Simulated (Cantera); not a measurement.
Cantera run:

```python
import numpy as np
import cantera as ct

gas_names = """
    CL CL2 H HCL H2 Si SiCL SiCL2 SiCL3 SiCL4 SiH SiHCL3 SiH2 SiH2CL2 SiH3 SiH3CL SiH4 Si2 Si3
""".split()
cond_names = """
    Si(cr) Si(L)
""".split()


# ... load() reads the species with a 1 bar reference pressure and builds the phases ...
atoms = {
    'Si': {'Si': 1},
    'Cl2': {'CL': 2},
    'H2': {'H': 2},
}
top_T = {}  # K; cautious upper limits of use, not melting points


# ... equilibrate(T, P, feed) seeds the gas with the atoms and calls Mixture.equilibrate('TP', solver="vcs", rtol=1e-11, max_steps=5000) ...
results = []
T = 523.15  # K
P = 10000  # Pa
for m in [0.5, 0.77, 1, 1.3, 1.6, 1.9, 2.1, 2.4, 2.7]:
    feed = {'Si': 1, 'Cl2': m, 'H2': 4.7}  # mol
    mix = equilibrate(T, P, feed)
    results.append((T, P, feed, dict(zip(mix.species_names, mix.species_moles))))

top = {s: max(r[3][s] / sum(r[3][g] for g in gas_names) for r in results) for s in gas_names}
cols = sorted((s for s in top if top[s] > 0.001), key=lambda s: -top[s])[:6]
seen = [c for c in cond_names if any(r[3].get(c, 0) > 1e-12 for r in results)]
print("log10 of partial pressures in bar; condensed amounts in mol")
print(f"{'n(Cl2)':>10s}" + "".join(f"{s[:9]:>10s}" for s in cols + seen))
for T, P, feed, n in results:
    ng = sum(n[g] for g in gas_names)
    print(f"{feed['Cl2']:10.4g}" + "".join(f"{np.log10(max(n[s] / ng * P / 1e5, 1e-99)):10.3f}" for s in cols)
          + "".join(f"{n.get(c, 0):10.4g}" for c in seen))
```

It prints:

```
log10 of partial pressures in bar; condensed amounts in mol
    n(Cl2)        H2       HCL     SiCL4    SiHCL3    Si(cr)
       0.5    -1.025    -6.200    -2.437    -2.729    0.7261
      0.77    -1.038    -6.159    -2.246    -2.592    0.5816
         1    -1.048    -6.136    -2.133    -2.513    0.4591
       1.3    -1.062    -6.115    -2.023    -2.437    0.3001
       1.6    -1.075    -6.100    -1.938    -2.380    0.1417
       1.9    -1.085    -5.942    -1.844    -2.455         0
       2.1    -1.101    -2.462    -1.763    -5.870         0
       2.4    -1.152    -1.882    -1.785    -6.523         0
       2.7    -1.204    -1.660    -1.806    -6.818         0
```

Cantera equilibrium calculation (NASA polynomials, part measured and part estimated; ideal gas, pure solids and liquids).
